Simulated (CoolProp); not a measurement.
R152A at 293.15 K and 8.6 MPa flows at 0.65 m/s in a round tube of 2 mm bore and 0.25 µm roughness, fully developed (64/Re and Nu = 3.66 if laminar; Colebrook and Gnielinski if turbulent). Each further row changes one setting.

Values from CoolProp's reference Helmholtz-energy equation of state, Outcalt 1996. It is a modified Benedict-Webb-Rubin equation, recast in Helmholtz form.

```tsv
case	Reynolds number	Darcy friction factor	pressure drop (Pa/m)	heat-transfer coefficient (W/(m² K))	mass flow (kg/h)
as stated	6300	0.0352	3480	2000	6.89
velocity 1.3 m/s	12600	0.0293	11600	3810	13.8
diameter 4 mm	12600	0.0292	1440	1900	27.5
```

Viscosity comes from a separate model (Bell 2016), an estimate that may be off by 10 % or more. Thermal conductivity comes from a separate model (Krauss 1996).
